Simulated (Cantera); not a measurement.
Input (Python, Cantera) and output of one run.

```python
import numpy as np
import cantera as ct

gas_names = """
    B BCL BCL2 BCL3 BH BH2 BH3 BO BOCL BO2 B2 B2O B2O2 B2O3 B3O3CL3 B3O3H3 CL CLO CL2 H HBO HBO2 HCL
    HOCL HO2 H2 H2O H2O2 H3B3O6 O OH O2 O3
""".split()
cond_names = """
    B(b) B(L) B2O3(L) B3O3H3(cr) H2O(s) H2O(L)
""".split()


# ... load() reads the species with a 1 bar reference pressure and builds the phases ...
atoms = {
    'B2O3': {'B': 2, 'O': 3},
    'Cl2': {'CL': 2},
    'H2': {'H': 2},
}
top_T = {}  # K; cautious upper limits of use, not melting points


# ... equilibrate(T, P, feed) seeds the gas with the atoms and calls Mixture.equilibrate('TP', solver="vcs", rtol=1e-11, max_steps=5000) ...
results = []
feed = {'B2O3': 1, 'Cl2': 0.58, 'H2': 12}  # mol
P = 87  # Pa
for T in [875, 975, 1075, 1175, 1275, 1375, 1475, 1575, 1675, 1775, 1875]:
    mix = equilibrate(T, P, feed)
    results.append((T, P, feed, dict(zip(mix.species_names, mix.species_moles))))
    x = sorted(zip(gas.X, gas.species_names), reverse=True)
    print(f"T = {T:g} K  P = {P:g} Pa  gas = {mix.phase_moles(0):.4g} mol")
    print("   x: " + "  ".join(f"{s} {v:.3e}" for v, s in x if v > 0.001))
    print("   condensed (mol): " + ("  ".join(f"{mix.phase(i).name} {mix.phase_moles(i):.4g}"
          for i in range(1, mix.n_phases) if mix.phase_moles(i) > 1e-12) or "none"))
```

Output:

```
T = 875 K  P = 87 Pa  gas = 12.58 mol
   x: H2 9.078e-01  HCL 9.221e-02
   condensed (mol): B2O3(L) 1
T = 975 K  P = 87 Pa  gas = 12.58 mol
   x: H2 9.078e-01  HCL 9.220e-02
   condensed (mol): B2O3(L) 1
T = 1075 K  P = 87 Pa  gas = 12.58 mol
   x: H2 9.078e-01  HCL 9.219e-02
   condensed (mol): B2O3(L) 0.9998
T = 1175 K  P = 87 Pa  gas = 12.58 mol
   x: H2 9.075e-01  HCL 9.216e-02
   condensed (mol): B2O3(L) 0.9982
T = 1275 K  P = 87 Pa  gas = 12.59 mol
   x: H2 9.061e-01  HCL 9.198e-02
   condensed (mol): B2O3(L) 0.9882
T = 1375 K  P = 87 Pa  gas = 12.65 mol
   x: H2 8.992e-01  HCL 9.117e-02  HBO2 3.717e-03  HBO 3.368e-03  B2O3 1.512e-03
   condensed (mol): B2O3(L) 0.9309
T = 1475 K  P = 87 Pa  gas = 12.98 mol
   x: H2 8.669e-01  HCL 8.774e-02  HBO2 1.492e-02  B2O3 1.482e-02  HBO 1.167e-02  BOCL 1.621e-03  B2O2 1.254e-03
   condensed (mol): B2O3(L) 0.6075
T = 1575 K  P = 87 Pa  gas = 13.59 mol
   x: H2 8.139e-01  HCL 8.249e-02  B2O3 4.236e-02  HBO2 3.023e-02  HBO 2.160e-02  B2O2 3.520e-03  BOCL 2.731e-03  H 1.271e-03
   condensed (mol): none
T = 1675 K  P = 87 Pa  gas = 13.62 mol
   x: H2 8.080e-01  HCL 8.206e-02  B2O3 3.883e-02  HBO2 3.299e-02  HBO 2.414e-02  H 3.539e-03  B2O2 3.520e-03  BOCL 2.813e-03  BO 2.180e-03  H2O 1.592e-03
   condensed (mol): none
T = 1775 K  P = 87 Pa  gas = 13.68 mol
   x: H2 7.989e-01  HCL 8.129e-02  HBO2 3.552e-02  B2O3 3.503e-02  HBO 2.588e-02  H 8.771e-03  BO 5.207e-03  B2O2 3.341e-03  BOCL 2.809e-03  H2O 2.525e-03
   condensed (mol): none
T = 1875 K  P = 87 Pa  gas = 13.8 mol
   x: H2 7.837e-01  HCL 7.984e-02  HBO2 3.776e-02  B2O3 3.067e-02  HBO 2.630e-02  H 1.967e-02  BO 1.085e-02  H2O 3.934e-03  B2O2 2.936e-03  BOCL 2.678e-03  CL 1.518e-03
   condensed (mol): none
```

Equilibrium computed with Cantera from the NASA thermochemical tables; the gas is ideal and each condensed phase is pure. The tables' values for BOCl are old estimates; treat these amounts as uncertain.
